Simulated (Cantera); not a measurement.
A closed system holds: 1 mol PbO, 10 mol N2, 7.2 mol CO, at 1.10 mbar.

Equilibrium computed with Cantera from the NASA thermochemical tables; the gas is ideal and each condensed phase is pure. Candidate condensed phases: C, Pb, PbO, PbO2, Pb3O4; 27 gas species. The numbers say what is thermodynamically allowed, not how fast it happens. All values below are at 1298 K.

Base state: N2 0.549, CO 0.341, CO2 0.0549, Pb 0.0549 (mole fractions); condensed: gas only.

Task: What changes in the equilibrium state with this change: pressure from 1.10 mbar to 1.00 bar?

Result: 
```
species     before    after
----------  ------  -------
N2           0.549    0.580
CO           0.341    0.360
CO2         0.0549   0.0580
Pb          0.0549  0.00256
Pb(l), mol       0    0.956
```
